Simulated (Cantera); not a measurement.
A closed system holds: 1 mol CO, 3.5 mol CO2, 5.6 mol N2, equilibrated at 2973 K and 700 Pa.

Equilibrium computed with Cantera from the NASA thermochemical tables; the gas is ideal and each condensed phase is pure. Candidate condensed phases: C; 24 gas species. Rates play no part.

Base state: N2 0.424, CO 0.331, O 0.194, O2 0.0247, CO2 0.0145, NO 0.0116, N 9.10e-5 (mole fractions); condensed: gas only.

Question: What changes in the equilibrium state with this change: CO2 from 3.5 to 0.82 mol?

Answer: 
| species | before | after |
|---|---|---|
| N2 | 0.424 | 0.684 |
| CO | 0.331 | 0.219 |
| O | 0.194 | 0.0816 |
| O2 | 0.0247 | 0.00439 |
| CO2 | 0.0145 | 0.00405 |
| NO | 0.0116 | 0.00622 |
| N | 9.10e-5 | 0.000116 |
